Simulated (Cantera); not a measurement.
Feed: 1 mol CH2F2, 0.54 mol HCl, 7.7 mol H2, held at 2225 °C and 150 Torr.

Cantera equilibrium calculation (NASA polynomials, part measured and part estimated; ideal gas, pure solids and liquids). Candidate condensed phases: C, C6H6, C7H8, C8H18; 118 gas species. Rates play no part.

Base state: H2 0.704, HF 0.190, HCl 0.0491, H 0.0468, C2H2 (acetylene) 0.00755, Cl 0.00231, C2H 3.59e-5, C4H2 3.35e-5 (mole fractions); condensed: C(graphite).

Q: What changes in the equilibrium state with this change: temperature from 2225 °C to 625 °C?

A: 
```csv
species,before,after
H2,0.704,0.712
HF,0.190,0.202
HCl,0.0491,0.0544
H,0.0468,<1e-9
CH4,1.49e-5,0.0324
C2H2 (acetylene),0.00755,<1e-9
Cl,0.00231,<1e-9
C2H,3.59e-5,<1e-9
C4H2,3.35e-5,<1e-9
"C(graphite), mol",0.838,0.679
```
